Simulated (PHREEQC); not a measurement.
PHREEQC input (ion-association model, wateq4f.dat):

```
SOLUTION_MASTER_SPECIES
  An  An-  0  An  62.0  # stands for a non-complexing anion
SOLUTION_SPECIES
  An- = An-
    -log_k 0
    -gamma 3.0 0
PHASES
  Fix_H+
    H+ = H+
    -log_k 0
SOLUTION 1
  temp 25
  units mmol/kgw
  pH 7 charge
  Cl 6.4e-05
  Cu(2) 3.2e-05
  B 0.00087
  Na 1
  An 1
END
SELECTED_OUTPUT 1
  -reset false
  -pH true
  -pe true
  -ionic_strength true
  -water true
  -totals B Cl Cu Na Cu(1) Cu(2)
  -molalities Hfo_wOH Hfo_wOH2+ Hfo_wO- Hfo_sOH Hfo_sOH2+ Hfo_sO- Hfo_wH2BO3 Hfo_sOCu+ Hfo_wOCu+
  -saturation_indices Cu(OH)2 Atacamite Halite
USER_PUNCH 1
  -headings sigma psi
  10 PUNCH EDL("sigma", "Hfo"), EDL("psi", "Hfo")
PRINT
  -reset false
USE solution 1
SURFACE 1
  Hfo_wOH 2.92135e-05 600 0.013
  Hfo_sOH 7.30337e-07
EQUILIBRIUM_PHASES 1
  Fix_H+ -4 HAn 10
    -force_equality true
  O2(g) -0.68 10
END
# ... the last block is repeated for the other 12 points of pH, with NaOH or the acid as the point needs
```

Selected output (columns that matter, 13 of 13 rows; pH added in front):

```
pH	mu	B	Cu	Na	m_Hfo_wOH	m_Hfo_wOH2+	m_Hfo_wO-	m_Hfo_sOH	m_Hfo_sOH2+	si_Cu(OH)2	si_Atacamite	si_Halite	sigma	psi
4	0.0011084	8.6993e-07	3.1967e-08	0.001	1.843e-05	1.0005e-05	7.7772e-07	4.6074e-07	2.5013e-07	-8.1991	-17.668	-11.808	0.11701	0.21032
4.5	0.001036	8.6993e-07	3.1755e-08	0.001	2.0489e-05	7.4302e-06	1.2943e-06	5.1208e-07	1.857e-07	-7.2001	-16.17	-11.807	0.077807	0.1911
5	0.0010125	8.6992e-07	3.0182e-08	0.001	2.1576e-05	5.7976e-06	1.8395e-06	5.3829e-07	1.4464e-07	-6.2218	-14.713	-11.807	0.05021	0.16923
5.5	0.0010046	8.6992e-07	2.1447e-08	0.001	2.2089e-05	4.7887e-06	2.3342e-06	5.4565e-07	1.1829e-07	-5.3715	-13.512	-11.807	0.031245	0.14517
6	0.0010018	8.6992e-07	6.2231e-09	0.001	2.2303e-05	4.1806e-06	2.7257e-06	5.414e-07	1.0148e-07	-4.9184	-13.106	-11.807	0.018754	0.11932
6.5	0.0010008	8.6992e-07	9.6931e-10	0.001	2.2382e-05	3.8253e-06	3.0002e-06	5.4006e-07	9.2299e-08	-4.7971	-13.364	-11.807	0.010837	0.09212
7	0.0010003	8.6992e-07	2.5206e-10	0.001	2.241e-05	3.6168e-06	3.181e-06	5.4027e-07	8.7196e-08	-4.7626	-13.794	-11.807	0.0059149	0.064014
7.5	0.0010003	8.6992e-07	1.7533e-10	0.0010002	2.2419e-05	3.488e-06	3.3011e-06	5.4044e-07	8.4082e-08	-4.7457	-14.261	-11.807	0.0027615	0.035378
8	0.0010011	8.6992e-07	1.6994e-10	0.0010011	2.2421e-05	3.3965e-06	3.3905e-06	5.4048e-07	8.1877e-08	-4.7341	-14.738	-11.806	0.00046971	0.0064845
8.5	0.0010035	8.6993e-07	1.7279e-10	0.0010036	2.2419e-05	3.3126e-06	3.476e-06	5.4045e-07	7.9854e-08	-4.7233	-15.216	-11.805	-0.0016762	-0.022452
9	0.0010109	8.6995e-07	1.7803e-10	0.0010111	2.2413e-05	3.2097e-06	3.5854e-06	5.4029e-07	7.7373e-08	-4.7097	-15.689	-11.802	-0.0043664	-0.051227
9.5	0.0010338	8.6997e-07	1.868e-10	0.0010341	2.2393e-05	3.0574e-06	3.7573e-06	5.3982e-07	7.3703e-08	-4.6887	-16.147	-11.793	-0.0084744	-0.079579
10	0.0011054	8.6999e-07	2.0299e-10	0.001106	2.2333e-05	2.8129e-06	4.062e-06	5.3838e-07	6.7811e-08	-4.6527	-16.576	-11.764	-0.015432	-0.10708
```

The database's constant for dissolved Cu(OH)2 is higher than later reviews accept.
